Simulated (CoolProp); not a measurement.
Model: reference Helmholtz-energy equation of state, Thol 2015, in CoolProp.

Task: For octamethylcyclotetrasiloxane (D4), give the phase and the cp (kJ/(kg K)), expansivity (1/kK) at 152.45 °C and 0.898 bar; 152.45 °C and 16 bar; 152.45 °C and 67.4 bar.

Result: 
- 152.45 °C and 0.898 bar: liquid; cp 1.94, expansivity 1.67
- 152.45 °C and 16 bar: liquid; cp 1.93, expansivity 1.58
- 152.45 °C and 67.4 bar: liquid; cp 1.91, expansivity 1.36
